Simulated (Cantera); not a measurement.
Charge: 1 mol CH3SiH3, 0.016 mol C2H2, 1.3 mol H2, equilibrated at 47.3 Torr.

Method: chemical equilibrium by Gibbs-energy minimisation in Cantera with the NASA 1993 tables (ideal gas, pure condensed phases). Candidate condensed phases: C, C6H6, C7H8, C8H18, Si, SiC; 87 gas species. The feed counts by its element totals alone. Kinetics and transport are ignored.

Q: Which condensed phases are stable at each of these points (T (°C)): 677, 827, 977, 1127, 1277, 1427, 1577?

A: 
```json
[
 {"T (°C)": "677", "condensed phases": "SiC(s)", "Si condensed (%)": "100.0"},
 {"T (°C)": "827", "condensed phases": "C(graphite) + SiC(s)", "Si condensed (%)": "100.0"},
 {"T (°C)": "977", "condensed phases": "C(graphite) + SiC(s)", "Si condensed (%)": "100.0"},
 {"T (°C)": "1127", "condensed phases": "C(graphite) + SiC(s)", "Si condensed (%)": "100.0"},
 {"T (°C)": "1277", "condensed phases": "C(graphite) + SiC(s)", "Si condensed (%)": "100.0"},
 {"T (°C)": "1427", "condensed phases": "C(graphite) + SiC(s)", "Si condensed (%)": "100.0"},
 {"T (°C)": "1577", "condensed phases": "C(graphite) + SiC(s)", "Si condensed (%)": "100.0"}
]
```

At 677 °C the condensed part is SiC(s). From 827 °C to 1577 °C the condensed part is C(graphite) + SiC(s).
